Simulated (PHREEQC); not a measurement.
A solution holds 0.47 mol/kgw CuCl2, 0.023 mol/kgw H2SO4 and 0.05 mol/kgw NaCl, at 25 °C. It is in equilibrium with CO2 at log p = -3.5 (atm). Otherwise closed; pH follows from the charge balance.

Model: ion-association model, phreeqc.dat, run in PHREEQC.

Each row changes one thing in this solution. This is a speciation only: nothing precipitates in the calculation.

| case | pH | ionic strength (mol/kgw) | Cl- (mol/kgw) | Cu+2 (mol/kgw) | CuCl+ (mol/kgw) | CuCl2 (mol/kgw) |
|---|---|---|---|---|---|---|
| as made | 1.51 | 1.16 | 0.821 | 0.307 | 0.136 | 0.0164 |
| diluted 2-fold with water | 1.79 | 0.629 | 0.438 | 0.177 | 0.0488 | 0.00400 |
| temperature from 25 to 5 °C | 1.50 | 1.32 | 0.909 | 0.385 | 0.0670 | 0.00685 |
| NaCl from 0.05 to 0.1 mol/kgw | 1.51 | 1.20 | 0.865 | 0.302 | 0.140 | 0.0175 |
| temperature from 25 to 35 °C | 1.52 | 1.06 | 0.770 | 0.263 | 0.175 | 0.0224 |
| temperature from 25 to 90 °C | 1.63 | 0.670 | 0.554 | 0.0844 | 0.329 | 0.0527 |
| NaCl left out | 1.51 | 1.12 | 0.777 | 0.311 | 0.132 | 0.0153 |
| H2SO4 from 0.023 to 0.0115 mol/kgw | 1.79 | 1.14 | 0.819 | 0.310 | 0.138 | 0.0166 |
| diluted 10-fold with water | 2.44 | 0.140 | 0.0949 | 0.0420 | 0.00388 | 0.000106 |

The ionic strength passes 0.7 mol/kgw, the rough limit of the ion-association models, in as made; temperature from 25 to 5 °C; NaCl from 0.05 to 0.1 mol/kgw; temperature from 25 to 35 °C; NaCl left out; H2SO4 from 0.023 to 0.0115 mol/kgw. Complexes and solids missing from the database can't appear. At this temperature some constants are extrapolated from 25 °C, and those without enthalpy data are left unchanged.
